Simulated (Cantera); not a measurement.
A Cantera script and what it prints.

```python
import numpy as np
import cantera as ct

gas_names = """
    CL CLO CL2 H HCL HOCL HO2 H2 H2O H2O2 O OH O2 O3
""".split()
cond_names = """
    H2O(s) H2O(L)
""".split()


def load(file, names, dense=False):
    # The tables refer to 1 bar. Condensed volumes are neglected.
    table = {s.name: s for s in ct.Species.list_from_file(file)}
    out = []
    for n in names:
        d = dict(table[n].input_data)
        d["thermo"] = dict(d["thermo"], **{"reference-pressure": 1e5})
        if dense:
            d["equation-of-state"] = {"model": "constant-volume", "density": "1e6 g/cm^3"}
        out.append(ct.Species.from_dict(d))
    return out


gas = ct.Solution(thermo="ideal-gas", species=load("nasa_gas.yaml", gas_names))
cond = {s.name: ct.Solution(thermo="fixed-stoichiometry", species=[s], name=s.name)
        for s in load("nasa_condensed.yaml", cond_names, dense=True)}
atoms = {
    'HCl': {'H': 1, 'CL': 1},
    'H2O': {'H': 2, 'O': 1},
}
top_T = {}  # K; cautious upper limits of use, not melting points


def equilibrate(T, P, feed):
    n = {}
    for name, mol in feed.items():
        for a, k in atoms[name].items():
            n[a] = n.get(a, 0.0) + k * mol
    gas.TPX = T, P, n
    mass = sum(n.values()) * gas.mean_molecular_weight
    gas.equilibrate("TP")
    valid = [c for c in cond.values() if c.min_temp <= T <= top_T.get(c.name, c.max_temp)]
    mix = ct.Mixture([(gas, mass / gas.mean_molecular_weight)] + [(c, 0.0) for c in valid])
    mix.T, mix.P = T, P
    mix.equilibrate("TP", solver="vcs", rtol=1e-11, max_steps=5000)
    return mix


results = []
feed = {'HCl': 1, 'H2O': 2.2}  # mol
P = 7500  # Pa
for T in [1748, 1898, 2048, 2198, 2348, 2498, 2648, 2798]:
    mix = equilibrate(T, P, feed)
    results.append((T, P, feed, dict(zip(mix.species_names, mix.species_moles))))

top = {s: max(r[3][s] / sum(r[3][g] for g in gas_names) for r in results) for s in gas_names}
cols = sorted((s for s in top if top[s] > 1e-06), key=lambda s: -top[s])[:6]
seen = [c for c in cond_names if any(r[3].get(c, 0) > 1e-12 for r in results)]
print("log10 of partial pressures in bar; condensed amounts in mol")
print(f"{'T/K':>10s}" + "".join(f"{s[:9]:>10s}" for s in cols + seen))
for T, P, feed, n in results:
    ng = sum(n[g] for g in gas_names)
    print(f"{T:10.4g}" + "".join(f"{np.log10(max(n[s] / ng * P / 1e5, 1e-99)):10.3f}" for s in cols)
          + "".join(f"{n.get(c, 0):10.4g}" for c in seen))
```

Output:

```
log10 of partial pressures in bar; condensed amounts in mol
       T/K       H2O       HCL        H2         H        CL        OH
      1748    -1.290    -1.636    -3.610    -5.446    -3.585    -4.360
      1898    -1.294    -1.643    -3.232    -4.723    -3.257    -3.872
      2048    -1.302    -1.656    -2.910    -4.105    -2.982    -3.460
      2198    -1.317    -1.677    -2.636    -3.572    -2.751    -3.110
      2348    -1.344    -1.710    -2.406    -3.111    -2.560    -2.814
      2498    -1.390    -1.758    -2.217    -2.712    -2.403    -2.569
      2648    -1.465    -1.827    -2.072    -2.369    -2.279    -2.375
      2798    -1.583    -1.924    -1.976    -2.078    -2.187    -2.237
```

Method: chemical equilibrium by Gibbs-energy minimisation in Cantera with the NASA 1993 tables (ideal gas, pure condensed phases).
